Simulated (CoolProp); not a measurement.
c-C4F8 (RC318) along the isobar 9.64 MPa: fugacity coefficient from the reference equation and from simpler models built on Tc = 115.2 °C, pc = 2.778 MPa, ω = 0.355; each cubic takes its own stable root.

Model: reference Helmholtz-energy equation of state, Platzer 1990, in CoolProp. This equation is an older, rougher fit; its heat capacities, sound speeds and derivatives of the liquid may be far off and weren't checked against measurements.

```json
[
 {"T (°C)": "88.35", "phase": "liquid", "reference": "0.1926", "van der Waals": "0.2828", "Redlich-Kwong": "0.2209", "Soave-Redlich-Kwong": "0.2011", "Peng-Robinson": "0.1858"},
 {"T (°C)": "99.05", "phase": "liquid", "reference": "0.2271", "van der Waals": "0.3063", "Redlich-Kwong": "0.2505", "Soave-Redlich-Kwong": "0.2376", "Peng-Robinson": "0.2195"},
 {"T (°C)": "109.65", "phase": "liquid", "reference": "0.2633", "van der Waals": "0.3299", "Redlich-Kwong": "0.2807", "Soave-Redlich-Kwong": "0.2760", "Peng-Robinson": "0.2551"},
 {"T (°C)": "120.35", "phase": "supercritical", "reference": "0.3015", "van der Waals": "0.3537", "Redlich-Kwong": "0.3118", "Soave-Redlich-Kwong": "0.3164", "Peng-Robinson": "0.2926"},
 {"T (°C)": "130.95", "phase": "supercritical", "reference": "0.3404", "van der Waals": "0.3773", "Redlich-Kwong": "0.3429", "Soave-Redlich-Kwong": "0.3576", "Peng-Robinson": "0.3308"},
 {"T (°C)": "141.65", "phase": "supercritical", "reference": "0.3803", "van der Waals": "0.4011", "Redlich-Kwong": "0.3743", "Soave-Redlich-Kwong": "0.3996", "Peng-Robinson": "0.3700"},
 {"T (°C)": "152.25", "phase": "supercritical", "reference": "0.4199", "van der Waals": "0.4244", "Redlich-Kwong": "0.4052", "Soave-Redlich-Kwong": "0.4412", "Peng-Robinson": "0.4087"},
 {"T (°C)": "162.95", "phase": "supercritical", "reference": "0.4593", "van der Waals": "0.4477", "Redlich-Kwong": "0.4359", "Soave-Redlich-Kwong": "0.4825", "Peng-Robinson": "0.4473"},
 {"T (°C)": "173.55", "phase": "supercritical", "reference": "0.4974", "van der Waals": "0.4705", "Redlich-Kwong": "0.4656", "Soave-Redlich-Kwong": "0.5223", "Peng-Robinson": "0.4845"},
 {"T (°C)": "184.25", "phase": "supercritical", "reference": "0.5344", "van der Waals": "0.4930", "Redlich-Kwong": "0.4948", "Soave-Redlich-Kwong": "0.5609", "Peng-Robinson": "0.5207"},
 {"T (°C)": "194.85", "phase": "supercritical", "reference": "0.5693", "van der Waals": "0.5149", "Redlich-Kwong": "0.5227", "Soave-Redlich-Kwong": "0.5974", "Peng-Robinson": "0.5550"},
 {"T (°C)": "205.55", "phase": "supercritical", "reference": "0.6027", "van der Waals": "0.5364", "Redlich-Kwong": "0.5497", "Soave-Redlich-Kwong": "0.6322", "Peng-Robinson": "0.5878"},
 {"T (°C)": "216.15", "phase": "supercritical", "reference": "0.6338", "van der Waals": "0.5572", "Redlich-Kwong": "0.5753", "Soave-Redlich-Kwong": "0.6646", "Peng-Robinson": "0.6186"},
 {"T (°C)": "226.85", "phase": "supercritical", "reference": "0.6633", "van der Waals": "0.5774", "Redlich-Kwong": "0.5998", "Soave-Redlich-Kwong": "0.6953", "Peng-Robinson": "0.6478"}
]
```
